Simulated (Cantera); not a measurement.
**Premixed flame**

A freely propagating, adiabatic, planar premixed flame of H₂ : O₂ : N₂ = 1.3 : 0.294 : 1.11 (molar parts), unburnt at 600 K and 0.987 atm; mixture-averaged transport, grid criteria slope 0.08 and curve 0.16, no radiation.

Computed with Cantera and the H2/O2 subset of GRI-Mech 3.0, which has no nitrogen chemistry. Burning velocities carry a grid error of a few per cent, more on coarse grids.

```csv
z (mm),T (K),u (m/s),x H₂,x O₂,x HO₂,x H₂O,x H₂O₂,x OH
-1.38,600,8.81,0.481,0.109,<1e-8,<1e-8,<1e-8,<1e-8
-0.920,600,8.81,0.481,0.109,<1e-8,<1e-8,<1e-8,<1e-8
-0.690,600,8.81,0.481,0.109,<1e-8,<1e-8,<1e-8,<1e-8
-0.460,600,8.81,0.481,0.109,1.01e-6,1.58e-7,<1e-8,<1e-8
-0.230,626,9.15,0.477,0.108,0.000232,0.00126,3.43e-6,8.07e-5
-0.115,833,11.9,0.446,0.102,0.000147,0.0198,6.85e-6,0.000542
0,1221,17.0,0.347,0.0655,6.20e-5,0.0994,1.55e-6,0.00197
0.115,1486,20.5,0.260,0.0162,1.49e-5,0.195,7.82e-7,0.00339
0.230,1598,22.0,0.241,0.00283,2.50e-6,0.222,4.67e-7,0.00355
0.460,1706,23.3,0.246,0.000492,4.38e-7,0.228,3.16e-7,0.00385
0.920,1821,24.6,0.256,0.000299,2.67e-7,0.231,1.91e-7,0.00394
1.84,1932,25.9,0.265,0.000186,1.72e-7,0.234,1.03e-7,0.00363
3.68,2030,27.0,0.274,9.82e-5,9.97e-8,0.237,5.22e-8,0.00299
```
x: mole fraction of selected species; z is measured from the peak of heat release.

```
Item                        Result
------------------------  --------
laminar burning velocity  881 cm/s
thermal thickness         0.460 mm
peak x(HO₂)               0.000243
peak x(H₂O₂)               7.80e-6
peak x(OH)                 0.00395
grid points                    133
```
